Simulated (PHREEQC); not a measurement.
Consider water at 25 °C with 0.0021 mol ZnCl2, 0.18 mol NaCl and 0.24 mol FeSO4 per kg of water. Closed to the air; pH follows from the charge balance.

All values are PHREEQC results (ion-association model, phreeqc.dat), not measurements.

Problem. The ionic strength comes out as 0.693 mol/kgw. What activity coefficients do ZnCl+, NaSO4-, HSO4-, FeCl+, Cl- get?

Solution. ZnCl+ 0.63, NaSO4- 0.67, HSO4- 0.75, FeCl+ 0.75, Cl- 0.63.

This is a speciation only: nothing precipitates in the calculation.
